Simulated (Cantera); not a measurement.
# Thermodynamics of oxide etching and cleaning by halides, feed MgO + HF + N₂

Input: 1 mol MgO, 18 mol HF, 9.6 mol N₂, held at 24.0 Pa.

Equilibrium computed with Cantera from the NASA thermochemical tables; the gas is ideal and each condensed phase is pure. Candidate condensed phases: H₂O, Mg, MgF₂, MgO, Mg(OH)₂; 50 gas species. Mutual solubility and eutectic melting of coexisting phases are not modelled. Kinetics and transport are ignored.

```csv
T (K),log p HF,log p N₂,log p MgF₂,log p H₂O,log p H₂,n MgF₂(s),n MgO(s)
1350,-3.82,-4.08,-5.70,-5.67,-8.12,0.0163,0.754
1375,-3.82,-4.08,-5.63,-5.63,-7.97,0,0.730
1400,-3.82,-4.08,-5.58,-5.58,-7.83,0,0.694
1425,-3.82,-4.08,-5.52,-5.53,-7.68,0,0.656
1450,-3.82,-4.08,-5.47,-5.48,-7.55,0,0.614
1475,-3.83,-4.08,-5.43,-5.43,-7.41,0,0.570
1500,-3.83,-4.08,-5.38,-5.39,-7.29,0,0.522
1525,-3.83,-4.08,-5.34,-5.34,-7.16,0,0.471
1550,-3.83,-4.08,-5.30,-5.30,-7.04,0,0.417
1575,-3.84,-4.08,-5.25,-5.27,-6.93,0,0.359
1600,-3.84,-4.08,-5.22,-5.23,-6.82,0,0.299
1625,-3.84,-4.08,-5.18,-5.19,-6.71,0,0.234
```
log p: log10 of the partial pressure in bar; n: condensed amount in mol.

At 1350 K the condensed part is MgF₂(s) + MgO(s). From 1375 K to 1625 K the condensed part is MgO(s). The main Mg-bearing gas is MgF₂ throughout. The share of Mg in condensed phases is highest at 1350 K (77.0 %) and lowest at 1625 K (23.4 %).
